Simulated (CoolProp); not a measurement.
Saturated liquid density (kg/m³) of CHF3 (R23): the reference equation beside estimates from Tc = 299.3 K, pc = 4.832 MPa, ω = 0.263. Rackett uses Z = 0.29056 − 0.08775 ω.

Values from CoolProp's reference Helmholtz-energy equation of state, Penoncello 2003.

```tsv
T (K)	reference	Rackett	van der Waals	Redlich-Kwong	Soave-Redlich-Kwong	Peng-Robinson
140.7	1626	1527	905.8	1347	1373	1543
143.8	1616	1517	900.8	1339	1366	___
146.8	1605	1508	895.9	1331	___	1528
149.9	1595	1498	890.8	___	1351	___
152.9	___	1489	885.8	1314	1344	1513
156	1573	1479	880.5	1306	1337	1505
159	1563	1470	875.4	1297	1329	1497
162.1	___	1460	870.0	1288	1321	___
165.1	1541	1450	864.7	1279	1313	1480
168.2	1530	1440	859.1	1270	1305	1471
171.2	1519	1430	853.6	1260	1297	1462
```

Q: Complete the blanks.

A: 
- 143.8, Peng-Robinson: 1535
- 146.8, Soave-Redlich-Kwong: 1359
- 149.9, Redlich-Kwong: 1323
- 149.9, Peng-Robinson: 1520
- 152.9, reference: 1584
- 162.1, reference: 1552
- 162.1, Peng-Robinson: 1488

Absolute difference from the reference over all 11 rows, mean and median: Rackett 6.0 and 6.0 %, van der Waals 44.0 and 44.0 %, Redlich-Kwong 17.0 and 17.0 %, Soave-Redlich-Kwong 15.1 and 15.0 %, Peng-Robinson 4.4 and 4.3 %.
